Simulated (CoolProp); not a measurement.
Computed with CoolProp (reference Helmholtz-energy equation of state, Lemmon 2006). It is a short technical equation, of lower accuracy than the large ones.

Problem. Give the vapour pressure (MPa), liquid cp (kJ/(kg K)), surface tension (mN/m), vapour viscosity (µPa s) of saturated n-decane at 128.45, 136.45, 172.55 °C.

Solution. 
```csv
T (°C),p (MPa),liquid cp (kJ/(kg K)),surface tension (mN/m),vapour viscosity (µPa s)
128.45,0.0269,2.61,14.1,6.98
136.45,0.0349,2.65,13.4,7.11
172.55,0.0973,2.80,10.5,7.69
```

Viscosity comes from a separate model (Huber 2004). Surface tension comes from a separate correlation (Mulero 2012).
